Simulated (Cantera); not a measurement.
**Low-pressure radical oxidation in H2/O2**

An isothermal, constant-pressure homogeneous reactor starts with 11.4 % H2, 49.5 % O2, 39.1 % N2, equivalence ratio 0.12, at 1100 K and 0.0120 bar.

Model: GRI-Mech 3.0 (53 species, 325 reactions), integrated in Cantera. Radical loss at walls, strong at low pressure, is not modelled. The temperature is held fixed by assumption; the heat of reaction is taken as removed at once.

```
t (s)        x H2   x O2       x O     x HO2      x OH
--------  -------  -----  --------  --------  --------
5.00e-6     0.114  0.495    <1e-12  2.95e-11    <1e-12
4.46e-5     0.114  0.495  3.28e-11  2.63e-10  2.69e-11
0.000398    0.114  0.495   2.37e-9   2.37e-9   1.25e-9
0.00355    0.0747  0.474   0.00980   3.24e-6   0.00399
0.0316    0.00195  0.454    0.0131   4.47e-6   0.00254
0.282     2.97e-5  0.464  0.000194   8.23e-7  0.000307
2.51      6.67e-7  0.465   4.67e-6   3.49e-8   4.78e-5
22.4      4.35e-8  0.465   3.15e-7   3.18e-9   1.24e-5
200       4.49e-9  0.465   3.29e-8   2.02e-9   4.01e-6
```
x: mole fraction; the columns are a selection and need not sum to one.

Equilibrium at this temperature and pressure: H2 2.15e-9, O2 0.465, O 1.56e-8, HO2 2.63e-9, OH 2.76e-6 (gas phase only).
